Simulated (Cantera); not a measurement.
Charge: 1 mol C₂H₅OH, 2.6 mol NH₃, 0.47 mol N₂, held at 30000 Pa.

Method: chemical equilibrium by Gibbs-energy minimisation in Cantera with the NASA 1993 tables (ideal gas, pure condensed phases). Candidate condensed phases: C, C₆H₆, C₇H₈, C₈H₁₈, H₂O; 136 gas species. Equilibrium is a limit: real reactors are often held back by kinetics, nucleation or transport.

Over these rows the condensed part is C(graphite). Partial pressures as log10 of bar:

```json
[
 {"T (K)": "1298", "1000/T (1/K)": "0.7704", "log p C₂H₂ (acetylene)": "-6.92", "log p H₂": "-0.67", "log p N₂": "-1.26", "log p CO": "-1.51"},
 {"T (K)": "1348", "1000/T (1/K)": "0.7418", "log p C₂H₂ (acetylene)": "-6.59", "log p H₂": "-0.67", "log p N₂": "-1.26", "log p CO": "-1.51"},
 {"T (K)": "1398", "1000/T (1/K)": "0.7153", "log p C₂H₂ (acetylene)": "-6.28", "log p H₂": "-0.67", "log p N₂": "-1.26", "log p CO": "-1.51"},
 {"T (K)": "1448", "1000/T (1/K)": "0.6906", "log p C₂H₂ (acetylene)": "?", "log p H₂": "-0.67", "log p N₂": "-1.26", "log p CO": "-1.51"},
 {"T (K)": "1498", "1000/T (1/K)": "0.6676", "log p C₂H₂ (acetylene)": "-5.72", "log p H₂": "-0.67", "log p N₂": "-1.26", "log p CO": "-1.51"},
 {"T (K)": "1548", "1000/T (1/K)": "0.6460", "log p C₂H₂ (acetylene)": "-5.47", "log p H₂": "-0.67", "log p N₂": "-1.26", "log p CO": "-1.51"}
]
```

### Question
Fit log p(C₂H₂ (acetylene)) = a + b·(1000/T) to the five rows, give the apparent enthalpy, and predict the row at 1448 K.

### Answer
Means: 1000/T = 0.7082, log p = -6.196. Sxy = -0.123350, Sxx = 0.0105654, so b = -11.67 and a = -6.196 − (-11.67)×0.7082 = 2.07.
Apparent enthalpy: −19.145 × (-11.67) = 223 kJ/mol. With the condensed phases at unit activity, 2 C(graphite) + H₂(g) = C₂H₂ (acetylene)(g) links this pressure to the main gases: over the six rows their terms move log p by +0.00 in all, so the slope is close to that reaction's ΔH°. The five rows lie within 0.01 of the line.
Prediction at 1448 K: 2.07 + (-11.67)×0.6906 = -5.99. The computed value is -5.99, 0.00 from the line.
